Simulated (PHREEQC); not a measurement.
Make-up at 93 °C: 7.1 mmol/kgw K2CO3 and 0.13 mmol/kgw K2SO4. Closed to the air; pH follows from the charge balance.

Equilibrium calculation in PHREEQC: ion-association model, phreeqc.dat.

No solid was allowed to form.

Predict the pH.

pH 9.87.

In which forms is C present?

HCO3- 54 %, CO3-2 46 % of the C.

Away from 25 °C the constants follow the database's enthalpies or fits; those with neither stay at their 25 °C values.
